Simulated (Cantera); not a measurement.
Cantera run, input and output.

```python
import numpy as np
import cantera as ct

gas = ct.Solution("h2o2.yaml")
gas.TPX = 548, 13332, {'H2': 1, 'O2': 0.676, 'N2': 2.54}
flame = ct.FreeFlame(gas, width=0.16)
flame.set_refine_criteria(ratio=3, slope=0.08, curve=0.16)
flame.transport_model = "mixture-averaged"
flame.solve(loglevel=0, auto=True)
z, T = flame.grid, flame.T
thick = (T[-1] - T[0]) / np.gradient(T, z).max()
show = ['H2', 'O2', 'H2O', 'OH', 'H', 'H2O2']
print(f"laminar burning velocity  {flame.velocity[0] * 100:.3f} cm/s")
print(f"burnt temperature         {T[-1]:.1f} K")
print(f"thermal thickness         {thick * 1e3:.4f} mm")
print(f"grid points               {len(z)}")
z0 = z[flame.heat_release_rate.argmax()]
print(f"{'z/mm':>9s}{'T/K':>9s}{'u/(m/s)':>9s}" + "".join(f"{s:>11s}" for s in show))
rows = []
for k in (-3, -2, -1.5, -1, -0.5, -0.25, 0, 0.25, 0.5, 1, 2, 4, 8):
    zz = z0 + k * thick
    rows.append([k * thick, np.interp(zz, z, T), np.interp(zz, z, flame.velocity),
                 *(np.interp(zz, z, flame.X[gas.species_index(s)]) for s in show)])
    print(f"{rows[-1][0] * 1e3:9.3f}{rows[-1][1]:9.1f}{rows[-1][2]:9.3f}" + "".join(f"{x:11.3e}" for x in rows[-1][3:]))
```

Result:

```
laminar burning velocity  419.561 cm/s
burnt temperature         2216.4 K
thermal thickness         6.1882 mm
grid points               132
     z/mm      T/K  u/(m/s)         H2         O2        H2O         OH          H       H2O2
  -18.565    548.0    4.196  2.372e-01  1.603e-01  7.996e-16  1.742e-19  8.159e-17 -5.349e-16
  -12.376    548.0    4.196  2.372e-01  1.603e-01  1.799e-13  1.730e-16  1.361e-13 -2.142e-16
   -9.282    548.0    4.196  2.372e-01  1.603e-01  2.058e-11  4.279e-14  5.213e-11  6.073e-14
   -6.188    548.0    4.196  2.372e-01  1.603e-01  1.758e-08  8.517e-11  4.903e-08  1.063e-10
   -3.094    555.8    4.248  2.353e-01  1.604e-01  4.828e-04  2.974e-05  1.731e-04  1.139e-06
   -1.547    689.8    5.200  2.122e-01  1.571e-01  1.224e-02  3.594e-04  5.908e-03  1.874e-06
    0.000   1065.8    7.791  1.034e-01  1.181e-01  9.654e-02  2.692e-03  4.331e-02  8.435e-07
    1.547   1337.1    9.662  3.113e-02  6.846e-02  1.811e-01  7.342e-03  5.819e-02  1.039e-06
    3.094   1460.2   10.481  2.574e-02  6.117e-02  1.939e-01  9.650e-03  5.021e-02  7.751e-07
    6.188   1596.8   11.358  2.511e-02  5.780e-02  2.022e-01  1.214e-02  3.870e-02  4.530e-07
   12.376   1742.1   12.264  2.316e-02  5.467e-02  2.121e-01  1.434e-02  2.721e-02  2.349e-07
   24.753   1885.4   13.130  1.953e-02  5.179e-02  2.234e-01  1.559e-02  1.712e-02  1.261e-07
   49.505   2015.3   13.894  1.466e-02  4.941e-02  2.351e-01  1.537e-02  9.353e-03  7.659e-08
```

Cantera simulation using the H2/O2 subset of GRI-Mech 3.0, which has no nitrogen chemistry; the numbers are that mechanism's predictions, not measurements. Burning velocities carry a grid error of a few per cent, more on coarse grids.
